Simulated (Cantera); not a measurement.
A Cantera script and what it prints.

```python
import numpy as np
import cantera as ct

gas_names = [...]  # 136 gases of nasa_gas.yaml made of C, H, N, O
cond_names = """
    C(gr) C6H6(L) C7H8(L) C8H18(L),n-octa H2O(s) H2O(L)
""".split()


# ... load() reads the species with a 1 bar reference pressure and builds the phases ...
atoms = {
    'acetone': {'C': 3, 'H': 6, 'O': 1},
    'NH3': {'N': 1, 'H': 3},
    'N2': {'N': 2},
    'CO2': {'C': 1, 'O': 2},
}
top_T = {'C(gr)': 4500}  # K; cautious upper limits of use, not melting points


# ... equilibrate(T, P, feed) seeds the gas with the atoms and calls Mixture.equilibrate('TP', solver="vcs", rtol=1e-11, max_steps=5000) ...
results = []
feed = {'acetone': 1, 'NH3': 0.074, 'N2': 42, 'CO2': 1.9}  # mol
P = 870  # Pa
for T in [950, 1050, 1150, 1250, 1350, 1450, 1550, 1650, 1750, 1850, 1950]:
    mix = equilibrate(T, P, feed)
    results.append((T, P, feed, dict(zip(mix.species_names, mix.species_moles))))
    x = sorted(zip(gas.X, gas.species_names), reverse=True)
    print(f"T = {T:g} K  P = {P:g} Pa  gas = {mix.phase_moles(0):.4g} mol")
    print("   x: " + "  ".join(f"{s} {v:.3e}" for v, s in x if v > 1e-05))
    print("   condensed (mol): " + ("  ".join(f"{mix.phase(i).name} {mix.phase_moles(i):.4g}"
          for i in range(1, mix.n_phases) if mix.phase_moles(i) > 1e-12) or "none"))
```

It prints:

```
T = 950 K  P = 870 Pa  gas = 49.94 mol
   x: N2 8.418e-01  CO 9.580e-02  H2 6.224e-02  CO2 1.336e-04  H2O 4.845e-05
   condensed (mol): C(gr) 0.1088
T = 1050 K  P = 870 Pa  gas = 49.95 mol
   x: N2 8.416e-01  CO 9.606e-02  H2 6.227e-02  CO2 1.716e-05
   condensed (mol): C(gr) 0.1011
T = 1150 K  P = 870 Pa  gas = 49.95 mol
   x: N2 8.416e-01  CO 9.609e-02  H2 6.228e-02
   condensed (mol): C(gr) 0.09976
T = 1250 K  P = 870 Pa  gas = 49.95 mol
   x: N2 8.416e-01  CO 9.610e-02  H2 6.227e-02  HCN 2.903e-05
   condensed (mol): C(gr) 0.0986
T = 1350 K  P = 870 Pa  gas = 49.95 mol
   x: N2 8.416e-01  CO 9.610e-02  H2 6.224e-02  HCN 7.457e-05
   condensed (mol): C(gr) 0.09625
T = 1450 K  P = 870 Pa  gas = 49.95 mol
   x: N2 8.415e-01  CO 9.610e-02  H2 6.219e-02  HCN 1.679e-04  H 2.528e-05
   condensed (mol): C(gr) 0.09147
T = 1550 K  P = 870 Pa  gas = 49.95 mol
   x: N2 8.414e-01  CO 9.610e-02  H2 6.207e-02  HCN 3.398e-04  H 8.412e-05
   condensed (mol): C(gr) 0.08259
T = 1650 K  P = 870 Pa  gas = 49.95 mol
   x: N2 8.412e-01  CO 9.609e-02  H2 6.183e-02  HCN 6.301e-04  H 2.422e-04  HNC 1.655e-05
   condensed (mol): C(gr) 0.06741
T = 1750 K  P = 870 Pa  gas = 49.96 mol
   x: N2 8.408e-01  CO 9.607e-02  H2 6.139e-02  HCN 1.086e-03  H 6.178e-04  HNC 3.670e-05
   condensed (mol): C(gr) 0.04321
T = 1850 K  P = 870 Pa  gas = 49.98 mol
   x: N2 8.401e-01  CO 9.603e-02  H2 6.060e-02  HCN 1.756e-03  H 1.422e-03  HNC 7.433e-05  C2H2,acetylene 1.585e-05
   condensed (mol): C(gr) 0.006865
T = 1950 K  P = 870 Pa  gas = 50.02 mol
   x: N2 8.394e-01  CO 9.596e-02  H2 5.969e-02  H 3.003e-03  HCN 1.868e-03  HNC 9.673e-05  C2H2,acetylene 1.565e-05
   condensed (mol): none
```

Equilibrium computed with Cantera from the NASA thermochemical tables; the gas is ideal and each condensed phase is pure. The feed counts by its element totals alone.
